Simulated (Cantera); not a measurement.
Input: 1 mol BF3, 0.089 mol H2O, at 2.93 Torr.

Equilibrium computed with Cantera from the NASA thermochemical tables; the gas is ideal and each condensed phase is pure. Candidate condensed phases: B, B2O3, B3O3H3, H2O; 43 gas species. The tables' values for BF2 are old estimates; treat these amounts as uncertain. Kinetics and transport are ignored. All values below are at 1602 °C.

Base state: BF3 0.773, HF 0.151, BOF 0.0755, BF2 0.000369, F 0.000321, BOF2 2.45e-5, H 1.24e-5 (mole fractions); condensed: gas only.

Problem. What changes in the equilibrium state with this change: 0.025 mol O2 added?

Solution. 
```json
[
 {"species": "BF3", "before": "0.773", "after": "0.754"},
 {"species": "HF", "before": "0.151", "after": "0.148"},
 {"species": "BOF", "before": "0.0755", "after": "0.0749"},
 {"species": "O2", "before": "5.14e-6", "after": "0.0198"},
 {"species": "O", "before": "8.73e-6", "after": "0.000542"},
 {"species": "BF2", "before": "0.000369", "after": "4.61e-5"}
]
```
